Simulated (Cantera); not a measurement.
A perfectly stirred reactor is fed with C₃H₈ : O₂ : N₂ = 1 : 7.81 : 29.4 (molar parts), at 7500 Torr; it is adiabatic with a 550 K inlet, and is followed from long to short residence time, starting on the burning branch (τ in s: 0.24, 0.098, 0.04, 0.017, 0.0068, 0.0028, 0.0012, 0.00048, 0.0002, 8.1e-05).

Cantera simulation using GRI-Mech 3.0 (53 species, 325 reactions); the numbers are that mechanism's predictions, not measurements. GRI-Mech 3.0 was tuned for natural gas; its chemistry of propane as a main component is partial and can be far from experiment.

Q: What does this change do: 3.3 parts H2O added?

A: 
| quantity | before | after |
|---|---|---|
| blow-out, bracketed by the residence times tried | burning at 81.0 µs, the shortest tried | burning at 0.200 ms, out at 81.0 µs |
| x(C₃H₈) at τ = 0.240 s | 4.77e-8 | 8.35e-8 |
| x(O₂) at τ = 0.240 s | 0.0713 | 0.0660 |
| x(NO) at τ = 0.240 s | 0.000486 | 6.71e-5 |
| x(C₂H) at τ = 0.240 s | 2.51e-10 | 2.28e-10 |
| x(HO₂) at τ = 0.240 s | 2.06e-6 | 1.56e-6 |
| x(C₃H₈) at τ = 2.80 ms | 2.79e-6 | 4.47e-6 |
| x(O₂) at τ = 2.80 ms | 0.0718 | 0.0665 |
| x(NO) at τ = 2.80 ms | 3.30e-5 | 6.97e-6 |
| x(C₂H) at τ = 2.80 ms | 1.13e-8 | 9.75e-9 |
| x(HO₂) at τ = 2.80 ms | 5.58e-6 | 7.05e-6 |
